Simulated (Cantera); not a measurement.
Charge: 1 mol Al, 1.2 mol HCl, 26 mol N2, equilibrated at 0.360 bar.

Cantera equilibrium calculation (NASA polynomials, part measured and part estimated; ideal gas, pure solids and liquids). Candidate condensed phases: Al, AlCl3, AlN, NH4Cl; 20 gas species. Kinetics and transport are ignored.

What share of the Al ends up in condensed phases as a function of T (°C), at 127, 227, 327, 427, 527, 627, 727, 827, 927, 1027, 1127?


| T (°C) | Al condensed (%) | as |
|---|---|---|
| 127 | 69.9 | AlN(s) |
| 227 | 66.3 | AlN(s) |
| 327 | 70.6 | AlN(s) |
| 427 | 72.8 | AlN(s) |
| 527 | 72.5 | AlN(s) |
| 627 | 71.8 | AlN(s) |
| 727 | 71.3 | AlN(s) |
| 827 | 70.9 | AlN(s) |
| 927 | 70.5 | AlN(s) |
| 1027 | 70.2 | AlN(s) |
| 1127 | 69.8 | AlN(s) |
